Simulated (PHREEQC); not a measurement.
A PHREEQC speciation (ion-association model, phreeqc.dat) at 25 °C gives pH 4.91 and these molalities:

```json
[
 {"species": "NO3-", "mol/kgw": "0.0223"},
 {"species": "Pb+2", "mol/kgw": "0.0103"},
 {"species": "PbNO3+", "mol/kgw": "0.00171"},
 {"species": "H+", "mol/kgw": "1.42e-5"},
 {"species": "PbOH+", "mol/kgw": "9.78e-6"},
 {"species": "Pb2OH+3", "mol/kgw": "4.41e-6"}
]
```

Problem. What are the element totals, and what could have been dissolved in 1 kg of water to give them?

Solution. This is not unique; one that fits is totals N(5) 0.0240, Pb 0.0120 mol/kgw, from 0.012 mol Pb(NO3)2 per kg of water.

This is a speciation only: nothing precipitates in the calculation.
